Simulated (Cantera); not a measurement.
Input: 1 mol CO₂, 0.29 mol SO₂, 8.4 mol O₂, equilibrated at 875 °C and 0.520 bar.

Cantera equilibrium calculation (NASA polynomials, part measured and part estimated; ideal gas, pure solids and liquids). Candidate condensed phases: C, S; 22 gas species. Equilibrium is a limit: real reactors are often held back by kinetics, nucleation or transport.

Base state: O₂ 0.866, CO₂ 0.104, SO₂ 0.0237, SO₃ 0.00634 (mole fractions); condensed: gas only.

Question: What changes in the equilibrium state with this change: pressure from 0.520 bar to 2.70 bar?

Answer: 
```json
[
 {"species": "O₂", "before": "0.866", "after": "0.866"},
 {"species": "CO₂", "before": "0.104", "after": "0.104"},
 {"species": "SO₂", "before": "0.0237", "after": "0.0187"},
 {"species": "SO₃", "before": "0.00634", "after": "0.0114"}
]
```

Question: What changes in the equilibrium state with this change: SO₂ from 0.29 to 0.0045 mol?

Answer: 
```
species   before     after
-------  -------  --------
O₂         0.866     0.893
CO₂        0.104     0.106
SO₂       0.0237  0.000376
SO₃      0.00634  0.000102
```

Question: What changes in the equilibrium state with this change: CO₂ replaced by CS₂?

Answer: 
```
species   before   after
-------  -------  ------
O₂         0.866   0.612
SO₂       0.0237   0.220
CO₂        0.104   0.118
SO₃      0.00634  0.0496
```
